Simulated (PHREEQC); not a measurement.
Make-up at 25 °C: 0.065 mol NH4HF2, 0.00095 mol (NH4)2SiF6, 0.085 mol H3PO4 and 0.0006 mol HCl per kg of water. Closed to the air; pH follows from the charge balance.

Model: ion-association model, phreeqc.dat, run in PHREEQC.

**Question.** The ionic strength comes out as 0.0749 mol/kgw. What activity coefficients do H+, SiF6-2, HF2-, HPO4-2, H2PO4- get?

**Answer.** H+ 0.84, SiF6-2 0.41, HF2- 0.80, HPO4-2 0.41, H2PO4- 0.81.

This is a speciation only: nothing precipitates in the calculation. SiF6-2 is the database's only silicon fluoride.
